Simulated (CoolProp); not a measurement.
Vapour-liquid equilibrium of propane (1) + neopentane (2) at 291.7 K; x and y are mole fractions of (1).

Model: multi-fluid Helmholtz-energy mixture model, Lemmon 2009 and Lemmon 2006; pair parameters Bell 2016, in CoolProp.

```json
[
 {"x": "0.05", "bubble pressure, mixture model (MPa)": "0.1550", "bubble pressure, Raoult's law (MPa)": "0.1721", "y, mixture model": "0.143", "y, Raoult's law": "0.234"},
 {"x": "0.15", "bubble pressure, mixture model (MPa)": "0.1882", "bubble pressure, Raoult's law (MPa)": "0.2387", "y, mixture model": "0.360", "y, Raoult's law": "0.506"},
 {"x": "0.25", "bubble pressure, mixture model (MPa)": "0.2255", "bubble pressure, Raoult's law (MPa)": "0.3054", "y, mixture model": "0.526", "y, Raoult's law": "0.659"},
 {"x": "0.35", "bubble pressure, mixture model (MPa)": "0.2698", "bubble pressure, Raoult's law (MPa)": "0.3720", "y, mixture model": "0.658", "y, Raoult's law": "0.757"},
 {"x": "0.45", "bubble pressure, mixture model (MPa)": "0.3241", "bubble pressure, Raoult's law (MPa)": "0.4386", "y, mixture model": "0.764", "y, Raoult's law": "0.826"},
 {"x": "0.55", "bubble pressure, mixture model (MPa)": "0.3905", "bubble pressure, Raoult's law (MPa)": "0.5052", "y, mixture model": "0.847", "y, Raoult's law": "0.876"},
 {"x": "0.65", "bubble pressure, mixture model (MPa)": "0.4699", "bubble pressure, Raoult's law (MPa)": "0.5718", "y, mixture model": "0.907", "y, Raoult's law": "0.915"},
 {"x": "0.75", "bubble pressure, mixture model (MPa)": "0.5612", "bubble pressure, Raoult's law (MPa)": "0.6384", "y, mixture model": "0.950", "y, Raoult's law": "0.946"},
 {"x": "0.85", "bubble pressure, mixture model (MPa)": "0.6599", "bubble pressure, Raoult's law (MPa)": "0.7050", "y, mixture model": "0.977", "y, Raoult's law": "0.970"},
 {"x": "0.95", "bubble pressure, mixture model (MPa)": "0.7586", "bubble pressure, Raoult's law (MPa)": "0.7716", "y, mixture model": "0.994", "y, Raoult's law": "0.991"}
]
```

The largest gap from Raoult's law is -27.5 % in bubble pressure, at x = 0.35. No azeotrope shows between x = 0.05 and 0.95.

The pair parameters rest on a limited set of measurements; away from them the model extrapolates.
